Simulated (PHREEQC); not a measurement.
Synthetic water in mg/L, 20 °C, pH 4.02, pe 10.5:

```json
[
 {"constituent": "Na", "mg/L": "41.8"},
 {"constituent": "K", "mg/L": "2.93"},
 {"constituent": "Ca", "mg/L": "55.1"},
 {"constituent": "Mg", "mg/L": "5.11"},
 {"constituent": "Cl", "mg/L": "41.9"},
 {"constituent": "S(6) as SO4", "mg/L": "226"},
 {"constituent": "Sr", "mg/L": "0.82"},
 {"constituent": "Br", "mg/L": "0.11"},
 {"constituent": "N(5) as NO3", "mg/L": "2.81"},
 {"constituent": "Zn", "mg/L": "1.84"},
 {"constituent": "Al", "mg/L": "8.13"}
]
```

Valence states are taken as typed.

The numbers come from PHREEQC with the ion-association model, wateq4f.dat.

No solid was allowed to form.

**Question.** Predict the ionic strength, charge-balance error.

**Answer.** ionic strength 0.00871 mol/kgw; charge-balance error 2.1 %.

**Question.** In which forms is Mg present?

**Answer.** Mg+2 84 %, MgSO4 16 % of the Mg.
